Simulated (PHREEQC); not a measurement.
Consider water at 25 °C with 120 mmol/kgw CdCl2 and 1.8 mmol/kgw KCl. Closed to the air; pH follows from the charge balance.

The numbers come from PHREEQC with the ion-association model, wateq4f.dat.

This is a speciation only: nothing precipitates in the calculation.

Question: Order these Cl species by the share of Cl that they hold, largest first: CdCl+, Cl-, CdCl2, CdCl3-.

Answer: Cl- (49 %), CdCl+ (32 %), CdCl2 (17 %), CdCl3- (1.9 %)

The pH is 5.35 and the ionic strength 0.141 mol/kgw. Species that the database lacks are ignored.
